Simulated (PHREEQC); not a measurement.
0.1 mol of Fluorite (CaF2) is brought to equilibrium with 1 kg of water holding 0.001 mol NaCl, at 20 °C, the pH being set by adding NaOH or HCl. O2 is buffered at 0.21 atm. The system is closed to CO2. Solids allowed: Fluorite. Others were left out.

Computed with PHREEQC (ion-association model, phreeqc.dat).

Question: Predict CaOH+ (mol/kgw) at pH = 5.58, 7.33, 9.08, 10.83.

Answer: 
| pH | CaOH+ (mol/kgw) |
|---|---|
| 5.58 | 1.07e-11 |
| 7.33 | 6.00e-10 |
| 9.08 | 3.37e-8 |
| 10.83 | 1.87e-6 |
